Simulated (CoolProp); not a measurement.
Vapour-liquid equilibrium of R227EA (1) + isobutene (2) at -58.45 °C; x and y are mole fractions of (1).

Model: multi-fluid Helmholtz-energy mixture model, Lemmon 2016 and Lemmon 2005; pair parameters Bell 2016, in CoolProp.

```
x      bubble pressure, mixture model (bar)  bubble pressure, Raoult's law (bar)  y, mixture model  y, Raoult's law
-----  ------------------------------------  -----------------------------------  ----------------  ---------------
0.05                                      ?                              0.07784             0.262            0.068
0.125                                0.1185                              0.08004                 ?            0.165
0.2                                  0.1283                              0.08224             0.483            0.257
0.275                                0.1329                              0.08444             0.516            0.344
0.35                                 0.1351                              0.08664             0.535            0.427
0.425                                     ?                              0.08884             0.548            0.506
0.5                                  0.1368                              0.09104             0.560            0.581
0.575                                0.1371                              0.09324             0.574            0.652
0.65                                 0.1367                              0.09544             0.595            0.720
0.725                                     ?                              0.09764                 ?            0.785
0.8                                  0.1320                              0.09985                 ?            0.847
0.875                                     ?                               0.1020                 ?            0.906
0.95                                 0.1155                               0.1042             0.872            0.963
```

Q: Fill in the missing entries.

A: 
- 0.05, bubble pressure, mixture model (bar): 0.09898
- 0.125, y, mixture model: 0.416
- 0.425, bubble pressure, mixture model (bar): 0.1362
- 0.725, bubble pressure, mixture model (bar): 0.1353
- 0.725, y, mixture model: 0.627
- 0.8, y, mixture model: 0.675
- 0.875, bubble pressure, mixture model (bar): 0.1258
- 0.875, y, mixture model: 0.750

The largest gap from Raoult's law is +57.4 % in bubble pressure, at x = 0.275. y crosses x between x = 0.5 and 0.575: the model has an azeotrope there.

The pair parameters rest on a limited set of measurements; away from them the model extrapolates. With so large a gap from Raoult's law the liquid may split in two, which this calculation doesn't test in full.
